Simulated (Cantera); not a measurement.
**Adiabatic ignition**

An adiabatic, constant-pressure homogeneous reactor starts with 5.21 % CH₄, 1.20 % CO, 19.7 % O₂, 73.9 % N₂, equivalence ratio 0.56, at 1400 K and 101000 Pa.

Computed with Cantera and GRI-Mech 3.0 (53 species, 325 reactions).

```
t (s)     T (K)    x CH₄     x CO    x O₂     x OH     x C₂H    x CH₂O
--------  -----  -------  -------  ------  -------  --------  --------
3.00e-6    1400   0.0521   0.0120   0.197  2.04e-9    <1e-12  2.71e-10
7.89e-6    1400   0.0521   0.0120   0.197  2.75e-9    <1e-12   2.15e-9
2.08e-5    1400   0.0521   0.0120   0.197  4.13e-9    <1e-12   1.65e-8
5.46e-5    1400   0.0521   0.0120   0.197  8.37e-9    <1e-12   1.30e-7
0.000144   1400   0.0521   0.0120   0.197  2.25e-8    <1e-12   1.16e-6
0.000378   1400   0.0520   0.0120   0.197  8.38e-8    <1e-12   1.28e-5
0.000994   1401   0.0517   0.0120   0.197  4.16e-7    <1e-12  0.000156
0.00262    2003  1.69e-7   0.0446   0.101   0.0119  9.93e-12   1.12e-7
0.00688    2444   <1e-12  0.00545  0.0851  0.00952    <1e-12  3.33e-12
0.0181     2438   <1e-12  0.00534  0.0831  0.00927    <1e-12  3.20e-12
0.0476     2431   <1e-12  0.00521  0.0809  0.00901    <1e-12  3.06e-12
0.125      2429   <1e-12  0.00518  0.0803  0.00894    <1e-12  3.02e-12
0.330      2429   <1e-12  0.00518  0.0803  0.00894    <1e-12  3.02e-12
0.867      2429   <1e-12  0.00518  0.0803  0.00894    <1e-12  3.02e-12
2.28       2429   <1e-12  0.00518  0.0803  0.00894    <1e-12  3.02e-12
6.00       2429   <1e-12  0.00518  0.0803  0.00894    <1e-12  3.02e-12
```
x: mole fraction; the columns are a selection and need not sum to one.

```json
{
  "time_of_steepest_temperature_rise": "2.61 ms",
  "temperature at 6.00 s": "2429 K",
  "equilibrium_temperature": "2429 K",
  "x(CH₄) at 6.00 s": "<1e-12 (gas-phase equilibrium <1e-12)",
  "x(CO) at 6.00 s": "0.00518 (gas-phase equilibrium 0.00518)",
  "x(O₂) at 6.00 s": "0.0803 (gas-phase equilibrium 0.0803)"
}
```
